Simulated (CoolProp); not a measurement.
Vapour-liquid equilibrium of n-butane (1) + cyclohexane (2) at 467 kPa; x and y are mole fractions of (1).

The numbers come from the multi-fluid Helmholtz-energy mixture model, Bücker 2006 and Zhou 2014; pair parameters Bell 2016 in CoolProp.

| x | bubble temperature, mixture model (K) | bubble temperature, Raoult's law (K) | y, mixture model | y, Raoult's law |
|---|---|---|---|---|
| 0.05 | 406.5 | 402.2 | 0.190 | 0.278 |
| 0.2 | 382.4 | 375.4 | 0.594 | 0.682 |
| 0.35 | 362.7 | 358.0 | 0.800 | 0.841 |
| 0.5 | 348.0 | 345.6 | 0.899 | 0.916 |
| 0.65 | 337.4 | 336.2 | 0.949 | 0.957 |
| 0.8 | 329.4 | 328.8 | 0.977 | 0.981 |
| 0.95 | 322.9 | 322.7 | 0.995 | 0.996 |

The largest gap from Raoult's law is +7.0 K in bubble temperature, at x = 0.2. No azeotrope shows between x = 0.05 and 0.95.

Pair parameters are fitted to limited data, so mixtures are less certain than the pure fluids.
